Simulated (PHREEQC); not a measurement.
## Buffer (model solution)

Dissolve 0.021 mol/kgw NaHSO4, 0.00051 mol/kgw NaOH and 0.043 mol/kgw NaCl at 20 °C. Closed to the air; pH follows from the charge balance.

All values are PHREEQC results (ion-association model, wateq4f.dat), not measurements.

This is a speciation only: nothing precipitates in the calculation.

Q: Predict the pH, ionic strength.

A: pH 1.94; ionic strength 0.0899 mol/kgw.

Q: In which forms is S present?

A: SO4-2 62 %, HSO4- 31 %, NaSO4- 7.3 % of the S.
